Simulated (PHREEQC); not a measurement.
A solution holds 0.0054 mol Cu(NO3)2 and 0.031 mol NaCl per kg of water, at 20 °C. Closed to the air; pH follows from the charge balance.

The numbers come from PHREEQC with the ion-association model, wateq4f.dat.

Precipitation was switched off in this run.

**Question.** Estimate the pH.

**Answer.** pH 5.00.

**Question.** In which forms is Cu present?

**Answer.** Cu+2 97 %, CuCl+ 3.1 % of the Cu.

Saturation is exceeded, for instance for Atacamite; the values hold only as long as no solid forms. Complexes and solids missing from the database can't appear.
